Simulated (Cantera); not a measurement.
Input (Python, Cantera) and output of one run.

```python
import numpy as np
import cantera as ct

gas_names = """
    F FO FO2 F2 F2O H HF HOF HO2 H2 H2F2 H2O H2O2 H3F3 H4F4 H5F5 H6F6 H7F7 O OH O2 O3
""".split()
cond_names = """
    H2O(s) H2O(L)
""".split()


def load(file, names, dense=False):
    # The tables refer to 1 bar. Condensed volumes are neglected.
    table = {s.name: s for s in ct.Species.list_from_file(file)}
    out = []
    for n in names:
        d = dict(table[n].input_data)
        d["thermo"] = dict(d["thermo"], **{"reference-pressure": 1e5})
        if dense:
            d["equation-of-state"] = {"model": "constant-volume", "density": "1e6 g/cm^3"}
        out.append(ct.Species.from_dict(d))
    return out


gas = ct.Solution(thermo="ideal-gas", species=load("nasa_gas.yaml", gas_names))
cond = {s.name: ct.Solution(thermo="fixed-stoichiometry", species=[s], name=s.name)
        for s in load("nasa_condensed.yaml", cond_names, dense=True)}
atoms = {
    'HF': {'H': 1, 'F': 1},
    'O2': {'O': 2},
}
top_T = {}  # K; cautious upper limits of use, not melting points


def equilibrate(T, P, feed):
    n = {}
    for name, mol in feed.items():
        for a, k in atoms[name].items():
            n[a] = n.get(a, 0.0) + k * mol
    gas.TPX = T, P, n
    mass = sum(n.values()) * gas.mean_molecular_weight
    gas.equilibrate("TP")
    valid = [c for c in cond.values() if c.min_temp <= T <= top_T.get(c.name, c.max_temp)]
    mix = ct.Mixture([(gas, mass / gas.mean_molecular_weight)] + [(c, 0.0) for c in valid])
    mix.T, mix.P = T, P
    mix.equilibrate("TP", solver="vcs", rtol=1e-11, max_steps=5000)
    return mix


results = []
feed = {'HF': 1, 'O2': 0.039}  # mol
P = 65  # Pa
for T in [1125, 1325, 1525, 1725, 1925, 2125, 2325, 2525, 2725, 2925, 3125, 3325]:
    mix = equilibrate(T, P, feed)
    results.append((T, P, feed, dict(zip(mix.species_names, mix.species_moles))))

top = {s: max(r[3][s] / sum(r[3][g] for g in gas_names) for r in results) for s in gas_names}
cols = sorted((s for s in top if top[s] > 0.0001), key=lambda s: -top[s])[:8]
seen = [c for c in cond_names if any(r[3].get(c, 0) > 1e-12 for r in results)]
print("log10 of partial pressures in bar; condensed amounts in mol")
print(f"{'T/K':>10s}" + "".join(f"{s[:9]:>10s}" for s in cols + seen))
for T, P, feed, n in results:
    ng = sum(n[g] for g in gas_names)
    print(f"{T:10.4g}" + "".join(f"{np.log10(max(n[s] / ng * P / 1e5, 1e-99)):10.3f}" for s in cols)
          + "".join(f"{n.get(c, 0):10.4g}" for c in seen))
```

Result:

```
log10 of partial pressures in bar; condensed amounts in mol
       T/K        HF         F         H         O        O2        OH        H2       H2O
      1125    -3.204    -8.916   -15.118   -10.642    -4.613   -11.090   -15.532    -9.220
      1325    -3.204    -7.822   -12.136    -8.866    -4.613    -9.406   -12.700    -8.134
      1525    -3.204    -7.007    -9.933    -7.554    -4.613    -8.168   -10.614    -7.340
      1725    -3.204    -6.372    -8.243    -6.545    -4.618    -7.225    -9.024    -6.747
      1925    -3.206    -5.849    -6.919    -5.753    -4.637    -6.506    -7.799    -6.322
      2125    -3.211    -5.381    -5.888    -5.136    -4.708    -5.995    -6.896    -6.097
      2325    -3.226    -4.921    -5.114    -4.696    -4.910    -5.725    -6.311    -6.144
      2525    -3.263    -4.477    -4.542    -4.466    -5.360    -5.720    -5.980    -6.486
      2725    -3.347    -4.090    -4.114    -4.417    -6.040    -5.924    -5.818    -7.046
      2925    -3.527    -3.797    -3.807    -4.459    -6.797    -6.249    -5.806    -7.743
      3125    -3.848    -3.620    -3.624    -4.530    -7.526    -6.653    -5.966    -8.556
      3325    -4.290    -3.543    -3.545    -4.581    -8.144    -7.078    -6.269    -9.422
```

Equilibrium computed with Cantera from the NASA thermochemical tables; the gas is ideal and each condensed phase is pure.
